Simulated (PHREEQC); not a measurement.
A solution holds 0.19 mol/kgw NiSO4, 0.059 mol/kgw Na2SO4 and 0.0012 mol/kgw FeSO4, at 62 °C. Closed to the air; pH follows from the charge balance.

Model: ion-association model, wateq4f.dat, run in PHREEQC.

Precipitation was switched off in this run.

Task: Order these Ni species by the share of Ni that they hold, largest first: NiSO4, Ni+2, Ni(SO4)2-2.

Result: NiSO4 (59 %), Ni+2 (41 %), Ni(SO4)2-2 (0.24 %)

The pH is 5.70 and the ionic strength 0.461 mol/kgw. Away from 25 °C the constants follow the database's enthalpies or fits; those with neither stay at their 25 °C values.
